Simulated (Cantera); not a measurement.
A freely propagating, adiabatic, planar premixed flame of CO : H2 : CH4 : O2 : N2 : H2O = 1 : 0.39 : 0.052 : 0.963 : 3.62 : 0.0078 (molar parts), unburnt at 498 K and 0.132 atm; mixture-averaged transport, grid criteria slope 0.08 and curve 0.16, no radiation.

Computed with Cantera and GRI-Mech 3.0 (53 species, 325 reactions). Burning velocities carry a grid error of a few per cent, more on coarse grids.

Task: Predict: laminar burning velocity; thermal thickness; peak x(HO2); peak x(C2H6).

Result: 
* **laminar burning velocity**: 185 cm/s
* **thermal thickness**: 6.04 mm
* **peak x(HO2)**: 7.36e-5
* **peak x(C2H6)**: 1.18e-6
